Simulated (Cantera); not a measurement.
# Equilibrium for metals in furnace atmospheres: Cu + H2O + N2

Charge: 1 mol Cu, 22 mol H2O, 2 mol N2, equilibrated at 1200 Pa.

These are equilibrium values from Cantera (NASA tables, ideal gas, pure condensed phases), not measurements of a reactor. Candidate condensed phases: Cu, CuO, Cu(OH)2, Cu2O, H2O; 27 gas species. Mutual solubility and eutectic melting of coexisting phases are not modelled. Rates play no part.

```tsv
T (°C)	x H2O	x N2	x Cu	x H2	x O2	x OH	x H	x O	n Cu(s)	n Cu2O(s)	n Cu(l)
350	0.917	0.0833	<1e-12	2.83e-8	<1e-12	<1e-12	<1e-12	<1e-12	1.000	0	0
550	0.917	0.0833	<1e-12	1.02e-6	1.45e-12	2.56e-11	<1e-12	<1e-12	1.000	0	0
750	0.917	0.0833	3.20e-9	9.72e-6	2.16e-8	2.92e-8	1.18e-10	<1e-12	1.000	0.000232	0
950	0.917	0.0833	1.91e-6	4.67e-5	1.33e-5	3.32e-6	1.88e-8	1.34e-9	0.999	0.000430	0
1150	0.916	0.0833	0.000174	0.000398	0.000180	6.04e-5	1.21e-6	1.65e-7	0	0	0.996
1350	0.909	0.0828	0.00463	0.00228	0.000994	0.000503	3.01e-5	5.47e-6	0	0	0.888
1550	0.865	0.0795	0.0396	0.00870	0.00365	0.00255	0.000369	8.32e-5	0	0	0
1750	0.833	0.0783	0.0392	0.0255	0.0104	0.00941	0.00277	0.000742	0	0	0
```
x: gas mole fraction; n: condensed amount in mol.

From 350 °C to 550 °C the condensed part is Cu(s). From 750 °C to 950 °C the condensed part is Cu(s) + Cu2O(s). From 1150 °C to 1350 °C the condensed part is Cu(l). From 1550 °C to 1750 °C nothing is condensed.
